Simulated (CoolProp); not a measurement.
A single-stage vapour-compression cycle with CH2F2 (R32): evaporating at 196.15 K (dew point), condensing at 262.15 K (bubble point), superheat 0 K, subcooling 8 K, compressor efficiency 0.9, no pressure losses. Each further row changes one setting.

The numbers come from the reference Helmholtz-energy equation of state, Tillner-Roth 1997 in CoolProp.

```csv
case,cooling COP,pressure ratio,discharge temperature (K),refrigerating effect (kJ/kg),volumetric capacity (kJ/m³)
as stated,2.03,24.5,389.1,315,234
evaporating temperature 201.15 K,2.32,17.7,373.8,318,321
condensing temperature 257.15 K,2.24,20.5,376.7,323,240
subcooling 13 K,2.08,24.5,389.1,323,240
superheat 10 K,1.98,24.5,403.9,322,227
compressor efficiency 0.8,1.80,24.5,408.1,315,234
```
